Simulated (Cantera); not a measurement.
Diamond growth

A diamond (100) surface in a fixed gas of H2 with x(CH4) = 0.0071, x(H) = 0.0014, at 1000 K, 2400 Pa; coverages are run to steady state.

Cantera simulation using the Harris–Goodwin 1993 mechanism for the reconstructed diamond (100) surface; the numbers are that mechanism's predictions, not measurements.

| x(CH3) | growth (µm/h) | θ c6HH | θ c6H* | θ c6*H | θ c6** | θ c6HM |
|---|---|---|---|---|---|---|
| 1e-06 | 0.00979 | 0.599 | 0.0182 | 0.373 | 0.00927 | 0.000298 |
| 2.1e-06 | 0.0205 | 0.599 | 0.0182 | 0.373 | 0.00926 | 0.000626 |
| 4.2e-06 | 0.0410 | 0.598 | 0.0182 | 0.373 | 0.00925 | 0.00125 |
| 8.7e-06 | 0.0848 | 0.597 | 0.0182 | 0.372 | 0.00923 | 0.00258 |
| 1.8e-05 | 0.175 | 0.595 | 0.0181 | 0.370 | 0.00918 | 0.00532 |
| 3.7e-05 | 0.356 | 0.591 | 0.0180 | 0.368 | 0.00908 | 0.0108 |
| 7.6e-05 | 0.718 | 0.582 | 0.0177 | 0.362 | 0.00888 | 0.0219 |
| 0.00016 | 1.46 | 0.564 | 0.0171 | 0.350 | 0.00847 | 0.0444 |
| 0.00032 | 2.72 | 0.532 | 0.0161 | 0.330 | 0.00778 | 0.0829 |
θ: site fractions in the mechanism's names (c6HH fully hydrogenated, c6H* and c6*H radical sites, c6** diradical, c6HM methylated).
